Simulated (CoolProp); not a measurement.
Vapour-liquid equilibrium of R143a (1) + n-butane (2) at -3.65 °C; x and y are mole fractions of (1).

Computed with CoolProp (multi-fluid Helmholtz-energy mixture model, Lemmon and Jacobsen 2000 and Bücker 2006; pair parameters Bell 2016).

| x | bubble pressure, mixture model (MPa) | bubble pressure, Raoult's law (MPa) | y, mixture model | y, Raoult's law |
|---|---|---|---|---|
| 0.05 | 0.1785 | 0.1128 | 0.503 | 0.245 |
| 0.125 | 0.2725 | 0.1475 | 0.683 | 0.468 |
| 0.2 | 0.3340 | 0.1822 | 0.749 | 0.606 |
| 0.275 | 0.3747 | 0.2169 | 0.783 | 0.700 |
| 0.35 | 0.4030 | 0.2516 | 0.805 | 0.768 |
| 0.425 | 0.4241 | 0.2863 | 0.820 | 0.820 |
| 0.5 | 0.4415 | 0.3210 | 0.834 | 0.860 |
| 0.575 | 0.4575 | 0.3557 | 0.848 | 0.893 |
| 0.65 | 0.4734 | 0.3903 | 0.862 | 0.920 |
| 0.725 | 0.4897 | 0.4250 | 0.880 | 0.942 |
| 0.8 | 0.5068 | 0.4597 | 0.902 | 0.961 |
| 0.875 | 0.5244 | 0.4944 | 0.931 | 0.977 |
| 0.95 | 0.5416 | 0.5291 | 0.968 | 0.992 |

The largest gap from Raoult's law is +84.7 % in bubble pressure, at x = 0.125. No azeotrope shows between x = 0.05 and 0.95.

Pair parameters are fitted to limited data, so mixtures are less certain than the pure fluids. With so large a gap from Raoult's law the liquid may split in two, which this calculation doesn't test in full.
